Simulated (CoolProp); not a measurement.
R22 along the isotherm 236.7 K: density (kg/m³) from the reference equation and from simpler models built on Tc = 369.3 K, pc = 4.990 MPa, ω = 0.221; each cubic takes its own stable root.

The numbers come from the reference Helmholtz-energy equation of state, Kamei 1995 in CoolProp.

| p (MPa) | phase | reference | van der Waals | Redlich-Kwong | Peng-Robinson |
|---|---|---|---|---|---|
| 0.0394 | gas | 1.753 | 1.743 | 1.747 | 1.750 |
| 0.0637 | gas | 2.858 | 2.829 | 2.842 | 2.848 |
| 0.103 | gas | 4.685 | 4.606 | 4.639 | 4.656 |
| 0.166 | liquid | 1396 | 7.507 | 7.598 | 1433 |
| 0.269 | liquid | 1397 | 12.40 | 1232 | 1433 |
| 0.434 | liquid | 1397 | 20.68 | 1233 | 1433 |
| 0.702 | liquid | 1398 | 841.6 | 1234 | 1434 |
| 1.13 | liquid | 1399 | 844.0 | 1236 | 1435 |
| 1.83 | liquid | 1400 | 847.6 | 1238 | 1438 |
| 2.96 | liquid | 1403 | 853.2 | 1243 | 1441 |
| 4.78 | liquid | 1407 | 861.5 | 1249 | 1446 |
| 7.72 | liquid | 1414 | 873.2 | 1259 | 1454 |
| 12.5 | liquid | 1424 | 889.1 | 1274 | 1465 |

At some of these states van der Waals, Redlich-Kwong gives the other phase, because its saturation line lies elsewhere.
